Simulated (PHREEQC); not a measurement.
Dissolve 0.0094 mol/kgw NaH2PO4, 0.00012 mol/kgw Na2SO4 and 3.9e-05 mol/kgw NaCl at 30 °C. Closed to the air; pH follows from the charge balance.

The numbers come from PHREEQC with the ion-association model, wateq4f.dat.

Precipitation was switched off in this run.

Q: What pH, ionic strength does the model give?

A: pH 4.74; ionic strength 0.00985 mol/kgw.

Q: In which forms is S present?

A: SO4-2 97 %, NaSO4- 3.2 % of the S.

Complexes and solids missing from the database can't appear. H3PO4, which wateq4f.dat lacks, is added to it with the constant of phreeqc.dat.
